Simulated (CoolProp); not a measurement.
CF4 (R14) along the isobar 111 bar: Z from the reference equation and from simpler models built on Tc = -45.8 °C, pc = 37.62 bar, ω = 0.178; each cubic takes its own stable root.

Values from CoolProp's reference Helmholtz-energy equation of state, Platzer 1990. This equation is an older, rougher fit; its heat capacities, sound speeds and derivatives of the liquid may be far off and weren't checked against measurements.

| T (°C) | phase | reference | Soave-Redlich-Kwong | Peng-Robinson |
|---|---|---|---|---|
| -105.05 | liquid | 0.4572 | 0.4628 | 0.4110 |
| -63.95 | liquid | 0.4326 | 0.4484 | 0.4000 |
| -22.85 | supercritical | 0.4810 | 0.5219 | 0.4765 |
| 18.25 | supercritical | 0.6600 | 0.7063 | 0.6627 |
| 59.35 | supercritical | 0.8123 | 0.8509 | 0.8078 |
| 100.45 | supercritical | 0.9012 | 0.9342 | 0.8939 |
| 141.55 | supercritical | 0.9565 | 0.9837 | 0.9470 |
